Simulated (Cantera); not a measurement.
Input: 1 mol V₂O₅, 34 mol H₂, 0.043 mol H₂O, held at 2.70 bar.

These are equilibrium values from Cantera (NASA tables, ideal gas, pure condensed phases), not measurements of a reactor. Candidate condensed phases: H₂O, V, VO, V₂O₃, V₂O₄, V₂O₅; 12 gas species. Condensed phases not in the tables: the oxides between V₂O₃ and V₂O₅ other than VO₂. The numbers say what is thermodynamically allowed, not how fast it happens. All values below are at 1675 K.

Base state: H₂ 0.940, H₂O 0.0600, H 6.85e-5 (mole fractions); condensed: V₂O₃(s).

Problem. What changes in the equilibrium state with this change: V₂O₅ replaced by SiO₂?

Solution. 
```
species               before    after
-------------------  -------  -------
H₂                     0.940    0.999
H₂O                   0.0600  0.00131
H                    6.85e-5  7.06e-5
SiO                        0  4.44e-5
V₂O₃(s), mol           1.000        0
SiO₂(β-quartz), mol        0    0.998
```
The tables hold silica as quartz up to 1696 K and as liquid above; real silica turns to tridymite and cristobalite and melts near 1996 K. Further candidate phases: Si, SiO₂.
